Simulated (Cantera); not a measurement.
A closed system holds: 1 mol AlCl₃, 6.3 mol H₂O, 280 mol N₂, 18 mol N₂O, held at 32.0 Pa.

Cantera equilibrium calculation (NASA polynomials, part measured and part estimated; ideal gas, pure solids and liquids). Candidate condensed phases: Al, AlCl₃, AlN, Al₂O₃, H₂O, NH₄Cl; 45 gas species. Condensed phases not in the tables: AlOCl. Rates play no part.

x: gas mole fraction; n: condensed amount in mol.

| T (K) | x N₂ | x O₂ | x H₂O | x HCl | x O | n Al₂O₃(s) |
|---|---|---|---|---|---|---|
| 848 | 0.947 | 0.0286 | 0.0153 | 0.00948 | 6.44e-12 | 0.500 |
| 998 | 0.947 | 0.0286 | 0.0153 | 0.00947 | 1.40e-9 | 0.500 |
| 1148 | 0.947 | 0.0285 | 0.0154 | 0.00930 | 7.49e-8 | 0.500 |
| 1298 | 0.946 | 0.0283 | 0.0156 | 0.00885 | 1.61e-6 | 0.500 |
| 1448 | 0.946 | 0.0280 | 0.0160 | (withheld) | 1.82e-5 | 0.500 |
| 1598 | 0.945 | 0.0274 | 0.0164 | (withheld) | 0.000131 | 0.500 |
| 1748 | 0.944 | 0.0264 | 0.0165 | (withheld) | 0.000667 | 0.500 |
| 1898 | 0.941 | 0.0249 | 0.0155 | (withheld) | 0.00259 | 0.500 |
| 2048 | 0.934 | 0.0224 | 0.0119 | (withheld) | 0.00802 | 0.498 |

Question: Fill in the missing entries.

Answer: 
- 1448, x HCl: 0.00801
- 1598, x HCl: 0.00683
- 1748, x HCl: 0.00552
- 1898, x HCl: 0.00423
- 2048, x HCl: 0.00297
